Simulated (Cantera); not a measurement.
Input: 1 mol HMDSO, 2.2 mol CO₂, 0.29 mol H₂, equilibrated at 1.00 bar.

Cantera equilibrium calculation (NASA polynomials, part measured and part estimated; ideal gas, pure solids and liquids). Candidate condensed phases: C, C₆H₆, C₇H₈, C₈H₁₈, H₂O, Si, SiC, SiO₂; 123 gas species. The feed counts by its element totals alone. The tables hold silica as quartz up to 1696 K and as liquid above; real silica turns to tridymite and cristobalite and melts near 1996 K. Kinetics and transport are ignored. All values below are at 1398 K.

Base state: H₂ 0.865, CO 0.131, CH₄ 0.00327, H₂O 0.000429, CO₂ 3.00e-5 (mole fractions); condensed: C(graphite) + SiO₂(β-quartz).

Question: What changes in the equilibrium state with this change: CO₂ from 2.2 to 4.3 mol?

Answer: 
| species | before | after |
|---|---|---|
| H₂ | 0.865 | 0.621 |
| CO | 0.131 | 0.376 |
| CH₄ | 0.00327 | 0.00169 |
| CO₂ | 3.00e-5 | 0.000247 |
| H₂O | 0.000429 | 0.000884 |
| C(graphite), mol | 6.77 | 4.69 |
| SiO₂(β-quartz), mol | 2.00 | 2.00 |
